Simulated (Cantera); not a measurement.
Charge: 1 mol C₂F₆, 0.023 mol HCl, held at 2800 K.

These are equilibrium values from Cantera (NASA tables, ideal gas, pure condensed phases), not measurements of a reactor. Candidate condensed phases: C, C₆H₆, C₇H₈, C₈H₁₈; 118 gas species. The feed counts by its element totals alone. Gases not in the tables: C₂F₆ and larger saturated fluorocarbons. Kinetics and transport are ignored.

Problem. Which condensed phases are stable at each of these points (P (Pa)): 1, 5.20, 27, 140, 720, 3700, 19000, 100000?

Solution. 
| P (Pa) | condensed phases | C condensed (%) |
|---|---|---|
| 1 | gas only | 0.0 |
| 5.20 | gas only | 0.0 |
| 27 | gas only | 0.0 |
| 140 | C(graphite) | 50.7 |
| 720 | C(graphite) | 54.2 |
| 3700 | C(graphite) | 21.9 |
| 19000 | gas only | 0.0 |
| 100000 | gas only | 0.0 |

From 1.00 Pa to 27.0 Pa nothing is condensed. From 1.40 mbar to 37.0 mbar the condensed part is C(graphite). From 0.190 bar to 1.00 bar nothing is condensed.
